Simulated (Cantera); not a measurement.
# Silicon oxide and oxynitride deposition: HMDSO + O₂ + H₂

Input: 1 mol HMDSO, 0.28 mol O₂, 65 mol H₂, at 1.00 bar.

Cantera equilibrium calculation (NASA polynomials, part measured and part estimated; ideal gas, pure solids and liquids). Candidate condensed phases: C, C₆H₆, C₇H₈, C₈H₁₈, H₂O, Si, SiC, SiO₂; 123 gas species. The feed counts by its element totals alone. Mutual solubility and eutectic melting of coexisting phases are not modelled. Kinetics and transport are ignored.

| T (°C) | x H₂ | x CH₄ | x CO | x C₂H₆ | x C₂H₄ | x H₂O | x H | n SiC(s) | n SiO₂(α-quartz) | n SiO₂(β-quartz) | n C(graphite) |
|---|---|---|---|---|---|---|---|---|---|---|---|
| 377 | 0.931 | 0.0691 | <1e-12 | 8.80e-9 | <1e-12 | <1e-12 | <1e-12 | 1.22 | 0.780 | 0 | 0 |
| 427 | 0.931 | 0.0691 | <1e-12 | 2.23e-8 | 5.63e-12 | <1e-12 | <1e-12 | 1.22 | 0.780 | 0 | 0 |
| 477 | 0.931 | 0.0691 | <1e-12 | 5.01e-8 | 6.46e-11 | 7.97e-12 | <1e-12 | 1.22 | 0.780 | 0 | 0 |
| 527 | 0.931 | 0.0691 | <1e-12 | 1.02e-7 | 5.50e-10 | 6.84e-11 | 2.79e-12 | 1.22 | 0.780 | 0 | 0 |
| 577 | 0.931 | 0.0691 | 8.86e-12 | 1.93e-7 | 3.67e-9 | 4.54e-10 | 1.98e-11 | 1.22 | 0 | 0.780 | 0 |
| 627 | 0.931 | 0.0691 | 2.75e-10 | 3.41e-7 | 1.99e-8 | 2.43e-9 | 1.13e-10 | 1.22 | 0 | 0.780 | 0 |
| 677 | 0.931 | 0.0691 | 5.96e-9 | 5.69e-7 | 9.08e-8 | 1.09e-8 | 5.37e-10 | 1.22 | 0 | 0.780 | 0 |
| 727 | 0.931 | 0.0691 | 9.52e-8 | 9.04e-7 | 3.57e-7 | 4.20e-8 | 2.19e-9 | 1.22 | 0 | 0.780 | 0 |
| 777 | 0.948 | 0.0515 | 7.12e-7 | 7.51e-7 | 6.61e-7 | 1.23e-7 | 7.90e-9 | 1.22 | 0 | 0.780 | 1.15 |
| 827 | 0.966 | 0.0335 | 3.45e-6 | 4.58e-7 | 8.35e-7 | 2.99e-7 | 2.54e-8 | 1.22 | 0 | 0.780 | 2.38 |
x: gas mole fraction; n: condensed amount in mol.

From 377 °C to 527 °C the condensed part is SiC(s) + SiO₂(α-quartz). From 577 °C to 727 °C the condensed part is SiC(s) + SiO₂(β-quartz). From 777 °C to 827 °C the condensed part is C(graphite) + SiC(s) + SiO₂(β-quartz).
